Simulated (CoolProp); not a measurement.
Properties of ethanol along the isotherm 456.9 K (Tc = 514.7 K, pc = 6.268 MPa, ω = 0.644).

Values from CoolProp's reference Helmholtz-energy equation of state, Schroeder 2014.

```
p (MPa)   phase        Z  viscosity (µPa s)  Prandtl number
-------  ------  -------  -----------------  --------------
1.18        gas   0.8881               13.6           0.930
2.35     liquid  0.04820                112            3.52
3.53     liquid  0.07173                116            3.55
4.7      liquid  0.09472                119            3.58
5.88     liquid   0.1176                122            3.61
7.05     liquid   0.1400                125            3.64
8.23     liquid   0.1624                128            3.67
9.4      liquid   0.1843                131            3.70
```

Viscosity comes from a separate model (Kiselev 2005). Thermal conductivity comes from a separate model (Assael 2013).
